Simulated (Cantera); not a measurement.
A Cantera script and what it prints.

```python
import numpy as np
import cantera as ct

gas_names = """
    Br Br2 N N2 Si SiBr SiBr2 SiBr3 SiBr4 SiN Si2 Si2N Si3
""".split()
cond_names = """
    Br2(cr) Br2(L) Si(cr) Si(L) Si3N4(a)
""".split()


def load(file, names, dense=False):
    # The tables refer to 1 bar. Condensed volumes are neglected.
    table = {s.name: s for s in ct.Species.list_from_file(file)}
    out = []
    for n in names:
        d = dict(table[n].input_data)
        d["thermo"] = dict(d["thermo"], **{"reference-pressure": 1e5})
        if dense:
            d["equation-of-state"] = {"model": "constant-volume", "density": "1e6 g/cm^3"}
        out.append(ct.Species.from_dict(d))
    return out


gas = ct.Solution(thermo="ideal-gas", species=load("nasa_gas.yaml", gas_names))
cond = {s.name: ct.Solution(thermo="fixed-stoichiometry", species=[s], name=s.name)
        for s in load("nasa_condensed.yaml", cond_names, dense=True)}
atoms = {
    'Si': {'Si': 1},
    'Br2': {'Br': 2},
    'N2': {'N': 2},
}
top_T = {'Si3N4(a)': 2400}  # K; cautious upper limits of use, not melting points


def equilibrate(T, P, feed):
    n = {}
    for name, mol in feed.items():
        for a, k in atoms[name].items():
            n[a] = n.get(a, 0.0) + k * mol
    gas.TPX = T, P, n
    mass = sum(n.values()) * gas.mean_molecular_weight
    gas.equilibrate("TP")
    valid = [c for c in cond.values() if c.min_temp <= T <= top_T.get(c.name, c.max_temp)]
    mix = ct.Mixture([(gas, mass / gas.mean_molecular_weight)] + [(c, 0.0) for c in valid])
    mix.T, mix.P = T, P
    mix.equilibrate("TP", solver="vcs", rtol=1e-11, max_steps=5000)
    return mix


results = []
T = 1200  # K
P = 69000  # Pa
for m in [1, 1.2, 1.3, 1.5, 1.7, 1.9, 2.1, 2.4, 2.7, 3, 3.4, 3.9, 4.4]:
    feed = {'Si': 1, 'Br2': m, 'N2': 3.3}  # mol
    mix = equilibrate(T, P, feed)
    results.append((T, P, feed, dict(zip(mix.species_names, mix.species_moles))))
    x = sorted(zip(gas.X, gas.species_names), reverse=True)
    print(f"T = {T:g} K  P = {P:g} Pa  n(Br2) = {m:g} mol  gas = {mix.phase_moles(0):.4g} mol")
    print("   x: " + "  ".join(f"{s} {v:.3e}" for v, s in x if v > 1e-05))
    print("   condensed (mol): " + ("  ".join(f"{mix.phase(i).name} {mix.phase_moles(i):.4g}"
          for i in range(1, mix.n_phases) if mix.phase_moles(i) > 1e-12) or "none"))
```

It prints:

```
T = 1200 K  P = 69000 Pa  n(Br2) = 1 mol  gas = 3.468 mol
   x: N2 8.556e-01  SiBr4 1.439e-01  SiBr3 3.508e-04  Br 1.608e-04  SiBr2 5.830e-05  Br2 1.056e-05
   condensed (mol): Si3N4(a) 0.1666
T = 1200 K  P = 69000 Pa  n(Br2) = 1.2 mol  gas = 3.634 mol
   x: N2 8.347e-01  SiBr4 1.647e-01  SiBr3 3.899e-04  Br 1.657e-04  SiBr2 6.290e-05  Br2 1.121e-05
   condensed (mol): Si3N4(a) 0.1332
T = 1200 K  P = 69000 Pa  n(Br2) = 1.3 mol  gas = 3.718 mol
   x: N2 8.249e-01  SiBr4 1.744e-01  SiBr3 4.078e-04  Br 1.677e-04  SiBr2 6.499e-05  Br2 1.149e-05
   condensed (mol): Si3N4(a) 0.1166
T = 1200 K  P = 69000 Pa  n(Br2) = 1.5 mol  gas = 3.885 mol
   x: N2 8.067e-01  SiBr4 1.927e-01  SiBr3 4.410e-04  Br 1.713e-04  SiBr2 6.880e-05  Br2 1.198e-05
   condensed (mol): Si3N4(a) 0.08321
T = 1200 K  P = 69000 Pa  n(Br2) = 1.7 mol  gas = 4.051 mol
   x: N2 7.899e-01  SiBr4 2.094e-01  SiBr3 4.710e-04  Br 1.743e-04  SiBr2 7.223e-05  Br2 1.241e-05
   condensed (mol): Si3N4(a) 0.04986
T = 1200 K  P = 69000 Pa  n(Br2) = 1.9 mol  gas = 4.218 mol
   x: N2 7.745e-01  SiBr4 2.247e-01  SiBr3 4.984e-04  Br 1.768e-04  SiBr2 7.533e-05  Br2 1.277e-05
   condensed (mol): Si3N4(a) 0.01651
T = 1200 K  P = 69000 Pa  n(Br2) = 2.1 mol  gas = 4.415 mol
   x: N2 7.474e-01  SiBr4 2.265e-01  Br2 1.922e-02  Br 6.862e-03  SiBr3 1.294e-05
   condensed (mol): none
T = 1200 K  P = 69000 Pa  n(Br2) = 2.4 mol  gas = 4.733 mol
   x: N2 6.973e-01  SiBr4 2.113e-01  Br2 7.763e-02  Br 1.379e-02
   condensed (mol): none
T = 1200 K  P = 69000 Pa  n(Br2) = 2.7 mol  gas = 5.045 mol
   x: N2 6.541e-01  SiBr4 1.982e-01  Br2 1.298e-01  Br 1.783e-02
   condensed (mol): none
T = 1200 K  P = 69000 Pa  n(Br2) = 3 mol  gas = 5.356 mol
   x: N2 6.162e-01  SiBr4 1.867e-01  Br2 1.763e-01  Br 2.078e-02
   condensed (mol): none
T = 1200 K  P = 69000 Pa  n(Br2) = 3.4 mol  gas = 5.769 mol
   x: N2 5.721e-01  Br2 2.308e-01  SiBr4 1.733e-01  Br 2.378e-02
   condensed (mol): none
T = 1200 K  P = 69000 Pa  n(Br2) = 3.9 mol  gas = 6.284 mol
   x: N2 5.252e-01  Br2 2.891e-01  SiBr4 1.591e-01  Br 2.661e-02
   condensed (mol): none
T = 1200 K  P = 69000 Pa  n(Br2) = 4.4 mol  gas = 6.798 mol
   x: N2 4.854e-01  Br2 3.387e-01  SiBr4 1.471e-01  Br 2.880e-02
   condensed (mol): none
```

Method: chemical equilibrium by Gibbs-energy minimisation in Cantera with the NASA 1993 tables (ideal gas, pure condensed phases). N2 is the only nitrogen source here; it is nearly inert below about 1500 K, so the nitride shown seldom forms there in practice. The tables' values for SiBr3 are old estimates; treat these amounts as uncertain.
